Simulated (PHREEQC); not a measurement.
Dissolve 0.031 mol/kgw HF, 0.066 mol/kgw NaF and 0.00018 mol/kgw H2SiF6 at 20 °C. Closed to the air; pH follows from the charge balance.

Computed with PHREEQC (ion-association model, phreeqc.dat).

No solid was allowed to form.

Problem. Order these F species by the share of F that they hold, largest first: HF, HF2-, F-, NaF, SiF6-2.

Solution. F- (60 %), HF (26 %), HF2- (11 %), NaF (1.4 %), SiF6-2 (1.1 %)

The pH is 3.40 and the ionic strength 0.0653 mol/kgw. SiF6-2 is the database's only silicon fluoride.
